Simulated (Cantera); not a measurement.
Input: 1 mol Si3N4, 0.11 mol CO2, 380 mol H2, equilibrated at 57.0 Pa.

Method: chemical equilibrium by Gibbs-energy minimisation in Cantera with the NASA 1993 tables (ideal gas, pure condensed phases). Candidate condensed phases: C, C6H6, C7H8, C8H18, H2O, Si, SiC, SiO2, Si2N2O, Si3N4; 151 gas species. Mutual solubility and eutectic melting of coexisting phases are not modelled. Rates play no part. All values below are at 1275 °C.

Base state: H2 0.993, N2 0.00523, H 0.00129, SiO 0.000557, Si 5.57e-5, CO 1.79e-5 (mole fractions); condensed: Si(s) + SiC(s).

**Question.** What changes in the equilibrium state with this change: CO2 from 0.11 to 0.45 mol?

**Answer.** 
| species | before | after |
|---|---|---|
| H2 | 0.993 | 0.991 |
| N2 | 0.00523 | 0.00522 |
| SiO | 0.000557 | 0.00228 |
| CO | 1.79e-5 | 7.30e-5 |
| H | 0.00129 | 0.00128 |
| Si | 5.57e-5 | 5.57e-5 |
| Si(s), mol | 2.66 | 1.68 |
| SiC(s), mol | 0.103 | 0.422 |
